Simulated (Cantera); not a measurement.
**Catalytic stagnation flow on Pt**

A jet of 2.20 % CH₄, 6.26 % O₂, 91.5 % N₂ at 300 K and 0.320 bar hits a platinum plate 7.5 cm away at a mass flux of 0.037 kg/m²/s; the plate temperature is set and raised in steps from an oxygen-covered start.

Computed with Cantera and Deutschmann's 1995 Pt surface mechanism with GRI-Mech 3.0 gas chemistry. Catalytic surfaces can have several steady states; this one follows from the mechanism file's or the stated starting coverage.

| plate T (K) | wall x CH₄ | wall x O₂ | wall x H₂O | wall x OH | wall x CO | wall x CO₂ | θ free Pt | θ O* | θ OH* |
|---|---|---|---|---|---|---|---|---|---|
| 950 | 0.00318 | 0.0227 | 0.0350 | 5.49e-8 | 1.74e-6 | 0.0230 | 0.281 | 0.716 | 0.00257 |
| 1000 | 0.00203 | 0.0203 | 0.0370 | 1.38e-7 | 1.51e-6 | 0.0244 | 0.356 | 0.642 | 0.00234 |
| 1050 | 0.00141 | 0.0190 | 0.0381 | 3.15e-7 | 1.41e-6 | 0.0251 | 0.428 | 0.570 | 0.00208 |
| 1100 | 0.00104 | 0.0183 | 0.0386 | 6.64e-7 | 1.38e-6 | 0.0255 | 0.497 | 0.501 | 0.00182 |
| 1150 | 0.000813 | 0.0179 | 0.0389 | 1.30e-6 | 1.43e-6 | 0.0257 | 0.562 | 0.436 | 0.00157 |
| 1200 | 0.000657 | 0.0178 | 0.0391 | 2.40e-6 | 1.55e-6 | 0.0257 | 0.623 | 0.376 | 0.00135 |
| 1250 | 0.000513 | 0.0179 | 0.0391 | 4.19e-6 | 1.94e-6 | 0.0255 | 0.677 | 0.322 | 0.00116 |
| 1300 | 0.000237 | 0.0171 | 0.0400 | 7.04e-6 | 3.40e-6 | 0.0259 | 0.729 | 0.270 | 0.000995 |
x: mole fraction at the wall; θ: surface coverage.
